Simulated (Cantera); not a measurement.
A closed system holds: 1 mol Si3N4, 0.21 mol C, 2.3 mol N2, at 10.0 mbar.

Method: chemical equilibrium by Gibbs-energy minimisation in Cantera with the NASA 1993 tables (ideal gas, pure condensed phases). Candidate condensed phases: C, Si, SiC, Si3N4; 20 gas species. Mutual solubility and eutectic melting of coexisting phases are not modelled. The tables' values for SiN are old estimates; treat these amounts as uncertain. Rates play no part.

Question: At 1950 °C, list the 4 most abundant gas species with their mole fractions, and the condensed phases.

Answer: N2 0.949, Si 0.0460, Si2C 0.00292, Si2N 0.000784. Condensed: Si(l) + SiC(s).
